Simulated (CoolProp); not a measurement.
Vapour-liquid equilibrium of 1-butene (1) + n-butane (2) at 23.5 kPa; x and y are mole fractions of (1).

Model: multi-fluid Helmholtz-energy mixture model, Lemmon 2005 and Bücker 2006; pair parameters Bell 2016, in CoolProp.

```json
[
 {"x": "0.05", "bubble temperature (°C)": "-33.9", "y at the bubble point": "0.065", "dew temperature at overall composition x (°C)": "-33.9", "liquid density (mol/L)": "10.98"},
 {"x": "0.125", "bubble temperature (°C)": "-34.4", "y at the bubble point": "0.159", "dew temperature at overall composition x (°C)": "-34.2", "liquid density (mol/L)": "11.04"},
 {"x": "0.2", "bubble temperature (°C)": "-34.8", "y at the bubble point": "0.249", "dew temperature at overall composition x (°C)": "-34.6", "liquid density (mol/L)": "11.10"},
 {"x": "0.275", "bubble temperature (°C)": "-35.3", "y at the bubble point": "0.334", "dew temperature at overall composition x (°C)": "-35.0", "liquid density (mol/L)": "11.16"},
 {"x": "0.35", "bubble temperature (°C)": "-35.7", "y at the bubble point": "0.416", "dew temperature at overall composition x (°C)": "-35.4", "liquid density (mol/L)": "11.22"},
 {"x": "0.425", "bubble temperature (°C)": "-36.1", "y at the bubble point": "0.494", "dew temperature at overall composition x (°C)": "-35.8", "liquid density (mol/L)": "11.29"},
 {"x": "0.5", "bubble temperature (°C)": "-36.5", "y at the bubble point": "0.567", "dew temperature at overall composition x (°C)": "-36.2", "liquid density (mol/L)": "11.35"},
 {"x": "0.575", "bubble temperature (°C)": "-36.9", "y at the bubble point": "0.638", "dew temperature at overall composition x (°C)": "-36.6", "liquid density (mol/L)": "11.42"},
 {"x": "0.65", "bubble temperature (°C)": "-37.3", "y at the bubble point": "0.705", "dew temperature at overall composition x (°C)": "-37.0", "liquid density (mol/L)": "11.48"},
 {"x": "0.725", "bubble temperature (°C)": "-37.6", "y at the bubble point": "0.770", "dew temperature at overall composition x (°C)": "-37.4", "liquid density (mol/L)": "11.55"},
 {"x": "0.8", "bubble temperature (°C)": "-37.9", "y at the bubble point": "0.833", "dew temperature at overall composition x (°C)": "-37.7", "liquid density (mol/L)": "11.61"},
 {"x": "0.875", "bubble temperature (°C)": "-38.2", "y at the bubble point": "0.896", "dew temperature at overall composition x (°C)": "-38.1", "liquid density (mol/L)": "11.68"},
 {"x": "0.95", "bubble temperature (°C)": "-38.4", "y at the bubble point": "0.958", "dew temperature at overall composition x (°C)": "-38.4", "liquid density (mol/L)": "11.74"}
]
```

No azeotrope shows between x = 0.05 and 0.95.

Pair parameters are fitted to limited data, so mixtures are less certain than the pure fluids.
